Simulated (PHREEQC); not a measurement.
Dissolve 3.2 mmol/kgw HF, 0.16 mmol/kgw KF and 1.8 mmol/kgw H2SiF6 at 45 °C. It is in equilibrium with CO2 at log p = -3.5 (atm). Otherwise closed; pH follows from the charge balance.

All values are PHREEQC results (ion-association model, phreeqc.dat), not measurements.

- pH = 2.49
- ionic strength = 0.00506 mol/kgw
- total alkalinity = -14.0 meq/kg

| species | molality | activity | log γ |
|---|---|---|---|
| HF | 0.00478 | 0.00478 | 0.001 |
| H+ | 0.00346 | 0.00323 | -0.031 |
| SiF6-2 | 0.00144 | 0.00105 | -0.135 |
| F- | 0.000737 | 0.000680 | -0.035 |
| H4SiO4 | 0.000364 | 0.000364 | 0.001 |
| K+ | 0.000160 | 0.000148 | -0.035 |
| HF2- | 1.51e-5 | 1.39e-5 | -0.034 |
| CO2 | 6.76e-6 | 6.77e-6 | 0.001 |
| HCO3- | 1.16e-9 | 1.08e-9 | -0.033 |

This is a speciation only: nothing precipitates in the calculation. The solution is supersaturated, for example in Quartz (slow to form), so a real one may precipitate; this is no full list. Complexes and solids missing from the database can't appear. At this temperature some constants are extrapolated from 25 °C, and those without enthalpy data are left unchanged. SiF6-2 is the database's only silicon fluoride.
